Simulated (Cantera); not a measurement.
A closed system holds: 1 mol V, 43 mol N2, 220 mol H2, held at 1700 K and 0.000420 bar.

These are equilibrium values from Cantera (NASA tables, ideal gas, pure condensed phases), not measurements of a reactor. Candidate condensed phases: V, VN; 11 gas species. VN: taken at fixed stoichiometry. Condensed phases not in the tables: V2N. Rates play no part.

Base state: H2 0.832, N2 0.161, H 0.00656, V 1.52e-5 (mole fractions); condensed: VN(s).

### Question
What changes in the equilibrium state with this change: temperature from 1700 K to 2623.15 K?

### Answer
```tsv
species	before	after
H	0.00656	0.760
H2	0.832	0.137
N2	0.161	0.101
V	1.52e-5	0.00235
N	<1e-9	1.34e-5
VN(s), mol	0.996	0
```
